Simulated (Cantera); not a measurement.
Cantera run, input and output.

```python
import numpy as np
import cantera as ct

gas = ct.Solution("gri30.yaml")
gas.TPX = 1000, 100000, {'CO': 0.44, 'H2': 0.14, 'CH4': 0.24, 'O2': 1.33, 'N2': 5}
reactor = ct.IdealGasConstPressureReactor(gas, energy="on", clone=False)
net = ct.ReactorNet([reactor])
net.rtol, net.atol = 1e-08, 1e-16
show = ['CO', 'H2', 'CH4', 'OH', 'O']
times = np.geomspace(2e-06, 0.6, 11)

steps = ct.SolutionArray(gas, extra=["t"])
rows = []
print(f"{'t/s':>10s}{'T/K':>9s}{'P/Pa':>11s}" + "".join(f"{s:>11s}" for s in show))
for t in times:
    while net.time < t:
        t_next = net.step()
        steps.append(gas.state, t=t_next)
    rows.append([np.interp(t, steps.t, y) for y in (steps.T, steps.P, *steps(*show).X.T)])
    print(f"{t:10.3e}{rows[-1][0]:9.1f}{rows[-1][1]:11.4g}" + "".join(f"{x:11.3e}" for x in rows[-1][2:]))
rate = np.gradient(steps.T, steps.t)
print("integrator steps:", len(steps.t))
if steps.T.max() > steps.T[0] + 200:
    print(f"time of steepest temperature rise: {steps.t[rate.argmax()]:.4e} s")
gas.TPX = 1000, 100000, {'CO': 0.44, 'H2': 0.14, 'CH4': 0.24, 'O2': 1.33, 'N2': 5}
gas.equilibrate("HP")
print(f"equilibrium (HP): T = {gas.T:.1f} K  " + "  ".join(f"{s} {gas[s].X[0]:.3e}" for s in show))
```

It prints:

```
       t/s      T/K       P/Pa         CO         H2        CH4         OH          O
 2.000e-06   1000.0      1e+05  6.154e-02  1.958e-02  3.357e-02  3.022e-12  2.039e-11
 7.059e-06   1000.0      1e+05  6.154e-02  1.958e-02  3.357e-02  1.215e-11  4.939e-11
 2.491e-05   1000.0      1e+05  6.154e-02  1.958e-02  3.357e-02  2.391e-11  8.015e-11
 8.794e-05   1000.0      1e+05  6.154e-02  1.958e-02  3.357e-02  3.398e-11  1.009e-10
 3.104e-04   1000.0      1e+05  6.154e-02  1.958e-02  3.357e-02  7.427e-11  1.779e-10
 1.095e-03   1000.0      1e+05  6.154e-02  1.958e-02  3.357e-02  4.852e-10  9.335e-10
 3.866e-03   1001.4      1e+05  6.151e-02  1.951e-02  3.342e-02  5.227e-07  5.893e-07
 1.365e-02   2267.4      1e+05  3.185e-03  5.278e-04  3.648e-20  4.786e-03  1.175e-03
 4.816e-02   2264.2      1e+05  3.139e-03  5.211e-04  3.517e-20  4.717e-03  1.147e-03
 1.700e-01   2257.3      1e+05  3.040e-03  5.068e-04  3.240e-20  4.569e-03  1.087e-03
 6.000e-01   2253.3      1e+05  2.984e-03  4.987e-04  3.084e-20  4.484e-03  1.053e-03
integrator steps: 2092
time of steepest temperature rise: 8.5517e-03 s
equilibrium (HP): T = 2253.2 K  CO 2.983e-03  H2 4.985e-04  CH4 4.721e-20  OH 4.482e-03  O 1.052e-03
```

Cantera simulation using GRI-Mech 3.0 (53 species, 325 reactions); the numbers are that mechanism's predictions, not measurements.
